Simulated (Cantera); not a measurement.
A perfectly stirred reactor is fed with C₂H₄ : H₂ = 1 : 4.6 (molar parts), at 0.00340 bar; it is held at 2000 K, and followed from long to short residence time.

Detailed kinetics in Cantera: GRI-Mech 3.0 (53 species, 325 reactions). GRI-Mech 3.0 was tuned for natural gas; its chemistry of ethylene as a main component is partial and can be far from experiment. GRI-Mech 3.0 stops at C3 and has no aromatics, soot or wall deposition, so with more carbon than oxygen in the feed, carbon stays in small species such as C2H2 where larger ones or solid carbon would form. Radical loss at walls, strong at low pressure, is not modelled.

Problem. What does this change do: C2H4 1 to 0.38 parts?

Solution. 
| quantity | before | after |
|---|---|---|
| x(C₂H₄) at τ = 7.00 s | 1.63e-5 | 7.89e-6 |
| x(H₂) at τ = 7.00 s | 0.836 | 0.916 |
| x(C₂H) at τ = 7.00 s | 4.37e-5 | 1.91e-5 |
| x(C₂H₂) at τ = 7.00 s | 0.150 | 0.0704 |
| x(CH₃) at τ = 7.00 s | 1.57e-5 | 1.01e-5 |
| x(C₂H₄) at τ = 0.100 s | 0.00749 | 0.00354 |
| x(H₂) at τ = 0.100 s | 0.847 | 0.928 |
| x(C₂H) at τ = 0.100 s | 2.17e-6 | 8.66e-7 |
| x(C₂H₂) at τ = 0.100 s | 0.145 | 0.0676 |
| x(CH₃) at τ = 0.100 s | 9.04e-7 | 3.51e-7 |

Problem. What does this change do: pressure from 0.00340 bar to 0.00100 bar?

Solution. 
```
quantity                 before    after
----------------------  -------  -------
x(C₂H₄) at τ = 7.00 s   1.63e-5  9.00e-5
x(H₂) at τ = 7.00 s       0.836    0.843
x(C₂H) at τ = 7.00 s    4.37e-5  1.97e-5
x(C₂H₂) at τ = 7.00 s     0.150    0.151
x(CH₃) at τ = 7.00 s    1.57e-5  1.23e-5
x(C₂H₄) at τ = 0.100 s  0.00749   0.0244
x(H₂) at τ = 0.100 s      0.847    0.844
x(C₂H) at τ = 0.100 s   2.17e-6  1.21e-6
x(C₂H₂) at τ = 0.100 s    0.145    0.131
x(CH₃) at τ = 0.100 s   9.04e-7  4.28e-7
```
